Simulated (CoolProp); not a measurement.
Model: reference Helmholtz-energy equation of state, Gao 2016, in CoolProp.

Task: For sulfur dioxide, give the phase and the Joule-Thomson coefficient (K/MPa) at 29.65 °C and 135 bar; 122.95 °C and 10.6 bar; 214.35 °C and 0.107 bar.

Result: 
- 29.65 °C and 135 bar: liquid; Joule-Thomson coefficient -0.228
- 122.95 °C and 10.6 bar: gas; Joule-Thomson coefficient 15.7
- 214.35 °C and 0.107 bar: gas; Joule-Thomson coefficient 9.01
